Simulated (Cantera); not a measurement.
## Stirred combustor or abatement burner

A perfectly stirred reactor is fed with 15.3 % CH4, 1.47 % CO, 17.5 % O2, 65.7 % N2, at 0.987 atm; it is adiabatic with a 300 K inlet, and is followed from long to short residence time, starting on the burning branch (τ in s: 0.087, 0.036, 0.015, 0.0062, 0.0026, 0.0011, 0.00045, 0.00019, 7.7e-05, 3.2e-05).

Computed with Cantera and GRI-Mech 3.0 (53 species, 325 reactions).

```
τ (s)    T (K)    x CH4    x CO     x O2   x H2O2    x C2H4
-------  -----  -------  ------  -------  -------  --------
0.087     1765  0.00961  0.0885  0.00111  8.76e-9  0.000152
0.036     1760   0.0110  0.0865  0.00212  1.87e-8  0.000267
0.015     1746   0.0128  0.0861  0.00408  4.10e-8  0.000488
0.0062    1705   0.0161  0.0875  0.00874  1.02e-7   0.00101
0.0026     300    0.153  0.0147    0.175   <1e-12    <1e-12
0.0011     300    0.153  0.0147    0.175   <1e-12    <1e-12
0.00045    300    0.153  0.0147    0.175   <1e-12    <1e-12
0.00019    300    0.153  0.0147    0.175   <1e-12    <1e-12
7.7e-5     300    0.153  0.0147    0.175   <1e-12    <1e-12
3.2e-5     300    0.153  0.0147    0.175   <1e-12    <1e-12
```
x: mole fraction; the columns are a selection and need not sum to one.
